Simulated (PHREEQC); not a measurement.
Consider water at 20 °C with 0.0096 mol/kgw HBF4, 0.0019 mol/kgw (NH4)2CO3 and 0.011 mol/kgw LiBr. Closed to the air; pH follows from the charge balance.

All values are PHREEQC results (ion-association model, wateq4f.dat), not measurements.

This is a speciation only: nothing precipitates in the calculation.

Task: Order these B species by the share of B that they hold, largest first: BF2(OH)2-, BF4-, BF3OH-, H3BO3.

Result: BF4- (80 %), H3BO3 (12 %), BF3OH- (5.8 %), BF2(OH)2- (1.4 %)

Task: Order these F species by the share of F that they hold, largest first: BF3OH-, HF, BF4-, BF2(OH)2-, F-.

Result: BF4- (80 %), HF (12 %), BF3OH- (4.3 %), F- (2.1 %), BF2(OH)2- (0.71 %)

The pH is 2.32 and the ionic strength 0.0202 mol/kgw. Real BF4- forms and hydrolyses slowly; the run takes it at equilibrium.
